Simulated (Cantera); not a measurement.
# Equilibrium for silicon etching in halogen gases: Si + HF + Cl2

Charge: 1 mol Si, a varied amount of HF, 8.5 mol Cl2, at 823.15 K and 0.133 bar.

These are equilibrium values from Cantera (NASA tables, ideal gas, pure condensed phases), not measurements of a reactor. Candidate condensed phases: Si; 37 gas species. The numbers say what is thermodynamically allowed, not how fast it happens.

From 1.4 mol HF to 16 mol HF nothing is condensed. The main Si-bearing gas is SiCl4 at 1.4 mol HF and SiF4 at 16 mol HF.

```json
[
 {"n(HF) (mol)": "1.4", "log p Cl2": "-1.01", "log p HF": "-5.41", "log p HCl": "-1.68", "log p SiF4": "-2.28", "log p SiCl4": "-2.01"},
 {"n(HF) (mol)": "3", "log p Cl2": "-1.08", "log p HF": "-4.96", "log p HCl": "-1.42", "log p SiF4": "-2.02", "log p SiCl4": "-2.50"},
 {"n(HF) (mol)": "4.6", "log p Cl2": "-1.14", "log p HF": "-2.18", "log p HCl": "-1.36", "log p SiF4": "-1.96", "log p SiCl4": "<-12"},
 {"n(HF) (mol)": "6.3", "log p Cl2": "-1.20", "log p HF": "-1.65", "log p HCl": "-1.41", "log p SiF4": "-2.01", "log p SiCl4": "<-12"},
 {"n(HF) (mol)": "7.9", "log p Cl2": "-1.25", "log p HF": "-1.47", "log p HCl": "-1.46", "log p SiF4": "-2.06", "log p SiCl4": "<-12"},
 {"n(HF) (mol)": "9.5", "log p Cl2": "-1.29", "log p HF": "-1.37", "log p HCl": "-1.50", "log p SiF4": "-2.11", "log p SiCl4": "<-12"},
 {"n(HF) (mol)": "11", "log p Cl2": "-1.33", "log p HF": "-1.30", "log p HCl": "-1.54", "log p SiF4": "-2.14", "log p SiCl4": "<-12"},
 {"n(HF) (mol)": "13", "log p Cl2": "-1.37", "log p HF": "-1.23", "log p HCl": "-1.58", "log p SiF4": "-2.19", "log p SiCl4": "<-12"},
 {"n(HF) (mol)": "14", "log p Cl2": "-1.39", "log p HF": "-1.21", "log p HCl": "-1.61", "log p SiF4": "-2.21", "log p SiCl4": "<-12"},
 {"n(HF) (mol)": "16", "log p Cl2": "-1.43", "log p HF": "-1.17", "log p HCl": "-1.64", "log p SiF4": "-2.25", "log p SiCl4": "<-12"}
]
```
log p: log10 of the partial pressure in bar; nothing condenses.
